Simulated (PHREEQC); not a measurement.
Spent oxide etchant

Solution (30 °C): 7.7 mmol/kgw HF, 22 mmol/kgw (NH4)2SiF6 and 0.078 mmol/kgw H3BO3. Closed to the air; pH follows from the charge balance.

The numbers come from PHREEQC with the ion-association model, phreeqc.dat.

Precipitation was switched off in this run.

### Question
What pH, density, ionic strength does the model give?

### Answer
pH 2.72; density 0.998 g/cm³; ionic strength 0.0682 mol/kgw.

### Question
In which forms is F present?

### Answer
SiF6-2 94 %, HF 3.8 %, F- 1.6 % of the F.

Complexes and solids missing from the database can't appear. SiF6-2 is the database's only silicon fluoride. Real BF4- forms and hydrolyses slowly; the run takes it at equilibrium.
